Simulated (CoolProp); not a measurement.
Vapour-liquid equilibrium of dimethyl carbonate (1) + n-nonane (2) at 0.321 MPa; x and y are mole fractions of (1).

Model: multi-fluid Helmholtz-energy mixture model, Zhou 2011 and Lemmon 2006; pair parameters Bell 2016, in CoolProp.

```tsv
x	bubble temperature, mixture model (°C)	bubble temperature, Raoult's law (°C)	y, mixture model	y, Raoult's law
0.05	186.9	193.0	0.260	0.185
0.125	170.8	183.6	0.512	0.388
0.2	159.4	175.6	0.651	0.533
0.275	151.6	168.8	0.732	0.640
0.35	146.2	162.9	0.781	0.720
0.425	142.6	157.6	0.814	0.783
0.5	140.0	153.0	0.837	0.833
0.575	138.0	148.8	0.855	0.873
0.65	136.5	145.0	0.871	0.905
0.725	135.2	141.6	0.888	0.932
0.8	134.0	138.4	0.907	0.955
0.875	132.8	135.5	0.931	0.974
0.95	131.7	132.8	0.967	0.990
```

The largest gap from Raoult's law is -17.2 K in bubble temperature, at x = 0.275. No azeotrope shows between x = 0.05 and 0.95.

Pair parameters are fitted to limited data, so mixtures are less certain than the pure fluids.
